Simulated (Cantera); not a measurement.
# Adiabatic ignition

An adiabatic, constant-pressure homogeneous reactor starts with C₃H₈ : O₂ : N₂ = 1 : 8.06 : 30.3 (molar parts), equivalence ratio 0.62, at 1025 K and 4.93 atm.

Model: GRI-Mech 3.0 (53 species, 325 reactions), integrated in Cantera. GRI-Mech 3.0 was tuned for natural gas; its chemistry of propane as a main component is partial and can be far from experiment.

```
t (s)     T (K)  x C₃H₈    x O₂   x CH₂CO      x H₂     x CH₃    x C₂H₄
--------  -----  ------  ------  --------  --------  --------  --------
1.00e-6    1025  0.0254   0.205    <1e-12  1.06e-12  4.91e-10  2.75e-10
2.40e-6    1025  0.0254   0.205    <1e-12  4.46e-12   1.26e-9  9.95e-10
5.75e-6    1025  0.0254   0.205    <1e-12  1.38e-11   3.14e-9   2.91e-9
1.38e-5    1025  0.0254   0.205    <1e-12  3.75e-11   7.71e-9   7.71e-9
3.31e-5    1025  0.0254   0.205    <1e-12  1.02e-10   1.89e-8   2.03e-8
7.94e-5    1025  0.0254   0.205    <1e-12  3.18e-10   4.72e-8   5.69e-8
0.000190   1025  0.0254   0.205    <1e-12   1.39e-9   1.23e-7   1.85e-7
0.000457   1025  0.0254   0.205  1.14e-12   9.80e-9   3.42e-7   7.70e-7
0.00110    1025  0.0254   0.205  3.78e-11   8.44e-8   8.89e-7   4.02e-6
0.00263    1025  0.0254   0.205  8.00e-10   4.60e-7   1.32e-6   1.80e-5
0.00630    1025  0.0253   0.205   8.39e-9   1.61e-6   1.45e-6   5.84e-5
0.0151     1025  0.0252   0.205   7.08e-8   5.48e-6   1.66e-6  0.000172
0.0362     1025  0.0248   0.204   7.27e-7   2.56e-5   2.32e-6  0.000580
0.0869     2309  <1e-12  0.0743    <1e-12  0.000349    <1e-12    <1e-12
0.208      2296  <1e-12  0.0710    <1e-12  0.000331    <1e-12    <1e-12
0.500      2296  <1e-12  0.0709    <1e-12  0.000331    <1e-12    <1e-12
```
x: mole fraction; the columns are a selection and need not sum to one.

- time of steepest temperature rise = 78.2 ms
- temperature at 0.500 s = 2296 K
- equilibrium temperature = 2296 K
- x(C₃H₈) at 0.500 s = <1e-12 (gas-phase equilibrium <1e-12)
- x(O₂) at 0.500 s = 0.0709 (gas-phase equilibrium 0.0709)
- x(CH₂CO) at 0.500 s = <1e-12 (gas-phase equilibrium <1e-12)
